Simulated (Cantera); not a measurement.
Feed: 1 mol Si, 4.7 mol SF6, at 1425 K and 0.700 bar.

Equilibrium computed with Cantera from the NASA thermochemical tables; the gas is ideal and each condensed phase is pure. Candidate condensed phases: S, Si; 21 gas species. The tables' values for SF3, SF5 are old estimates; treat these amounts as uncertain. The numbers say what is thermodynamically allowed, not how fast it happens.

Base state: SF6 0.470, SF4 0.348, SiF4 0.175, F 0.00424, SF3 0.00204, SF5 0.00127, SF2 0.000147 (mole fractions); condensed: gas only.

Question: What changes in the equilibrium state with this change: temperature from 1425 K to 875 K?

Answer: 
```
species        before     after
-----------  --------  --------
SF6             0.470     0.474
SF4             0.348     0.350
SiF4            0.175     0.175
F             0.00424     <1e-9
S2F2 (SSF2)     <1e-9   4.66e-5
SF5           0.00127   1.44e-5
SF3           0.00204  0.000415
SF2          0.000147  0.000114
```
The tables' values for SF3, S2F2 (SSF2), SF5 are old estimates; treat these amounts as uncertain.
